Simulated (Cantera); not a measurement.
Feed: 1 mol Fe2O3, a varied amount of C, 0.26 mol H2, at 18.0 Pa.

Points: T (K) = 998, 1098, 1198, 1298, 1398, 1498, 1598, 1698, 1798, 1898, 1998; n(C) (mol) = 0.53, 0.72, 0.99, 1.4, 1.9, 2.5, 3.5.

Cantera's Mixture.equilibrate('TP', solver="vcs", rtol=1e-11, max_steps=5000) on the NASA tables stopped like this:

```
*******************************************************************************
CanteraError thrown by VCS_SOLVE::solve_tp_inner:
vcs_solve_TP: ERROR on step change wt[118:Fe(OH)3(s)]: -6.938893903907228e-18 < 0.0
*******************************************************************************
```

Task: What got this run through?

Result: Several could match; the one computed here: The failure is numerical, not chemical. The same input converged with solver="gibbs", rtol=1e-10, max_steps=50000, and the result passed a check of the equilibrium conditions:
```
    998       0.53  FeO(s)
    998       0.72  FeO(s)
    998       0.99  Fe(a) + FeO(s)
    998        1.4  Fe(a) + FeO(s)
    998        1.9  Fe(a) + FeO(s)
    998        2.5  Fe(a)
    998        3.5  C(gr) + Fe(a)
   1098       0.53  FeO(s)
   1098       0.72  FeO(s)
   1098       0.99  Fe(a) + FeO(s)
   1098        1.4  Fe(a) + FeO(s)
   1098        1.9  Fe(a) + FeO(s)
   1098        2.5  Fe(a)
   1098        3.5  C(gr) + Fe(a)
   1198       0.53  FeO(s)
   1198       0.72  FeO(s)
   1198       0.99  Fe(c) + FeO(s)
   1198        1.4  Fe(c) + FeO(s)
   1198        1.9  Fe(c) + FeO(s)
   1198        2.5  Fe(c) + FeO(s)
   1198        3.5  C(gr) + Fe(c)
   1298       0.53  FeO(s)
   1298       0.72  FeO(s)
   1298       0.99  Fe(c) + FeO(s)
   1298        1.4  Fe(c) + FeO(s)
   1298        1.9  Fe(c) + FeO(s)
   1298        2.5  Fe(c) + FeO(s)
   1298        3.5  C(gr) + Fe(c)
   1398       0.53  FeO(s)
   1398       0.72  FeO(s)
   1398       0.99  Fe(c) + FeO(s)
   1398        1.4  Fe(c) + FeO(s)
   1398        1.9  Fe(c) + FeO(s)
   1398        2.5  Fe(c) + FeO(s)
   1398        3.5  C(gr) + Fe(c)
   1498       0.53  FeO(s)
   1498       0.72  FeO(s)
   1498       0.99  Fe(c) + FeO(s)
   1498        1.4  Fe(c) + FeO(s)
   1498        1.9  Fe(c) + FeO(s)
   1498        2.5  Fe(c) + FeO(s)
   1498        3.5  C(gr) + Fe(c)
   1598       0.53  FeO(s)
   1598       0.72  FeO(s)
   1598       0.99  Fe(c) + FeO(s)
   1598        1.4  Fe(c) + FeO(s)
   1598        1.9  Fe(c) + FeO(s)
   1598        2.5  Fe(c) + FeO(s)
   1598        3.5  C(gr) + Fe(c)
   1698       0.53  FeO(L)
   1698       0.72  FeO(L)
   1698       0.99  Fe(d) + FeO(L)
   1698        1.4  Fe(d) + FeO(L)
   1698        1.9  Fe(d) + FeO(L)
   1698        2.5  Fe(d) + FeO(L)
   1698        3.5  C(gr) + Fe(d)
   1798       0.53  FeO(L)
   1798       0.72  FeO(L)
   1798       0.99  FeO(L)
   1798        1.4  Fe(d) + FeO(L)
   1798        1.9  Fe(d) + FeO(L)
   1798        2.5  Fe(d) + FeO(L)
   1798        3.5  C(gr) + Fe(d)
   1898       0.53  FeO(L)
   1898       0.72  FeO(L)
   1898       0.99  FeO(L)
   1898        1.4  FeO(L)
   1898        1.9  FeO(L)
   1898        2.5  FeO(L)
   1898        3.5  C(gr)
   1998       0.53  FeO(L)
   1998       0.72  FeO(L)
   1998       0.99  FeO(L)
   1998        1.4  FeO(L)
   1998        1.9  FeO(L)
   1998        2.5  gas only
   1998        3.5  C(gr)
```

The gas is ideal and each condensed phase is pure. Iron dissolves carbon and melts from about 1420 K in contact with it, which pure phases cannot show. Mutual solubility and eutectic melting of coexisting phases are not modelled. The tables' stoichiometric FeO is somewhat more stable than real wüstite, so its field is too wide. FeO: taken at fixed stoichiometry. Condensed phases not in the tables: cementite and carbon dissolved in iron.
